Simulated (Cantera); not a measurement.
An isothermal, constant-pressure homogeneous reactor starts with 21.3 % NH₃, 78.7 % H₂, at 2325 K and 750 Torr.

Detailed kinetics in Cantera: the gas-phase N/H chemistry of the illustrative SiF4/NH3 mechanism in the Surface Chemkin manual (1991). Walls and surfaces, which speed up NH3 decomposition in real reactors, are not modelled.

One state of this run: x NH₃ = 0.196; x H₂ = 0.795; x NH₂ = 0.00155; x N₂ = 0.00622; x N = 7.83e-6. x: mole fraction; the columns are a selection and need not sum to one.

**Question.** Which value of t (s) does it belong to?
(A) 0.00103
(B) 0.000182
(C) 0.187
(D) 0.00583

**Answer.** B, 0.000182
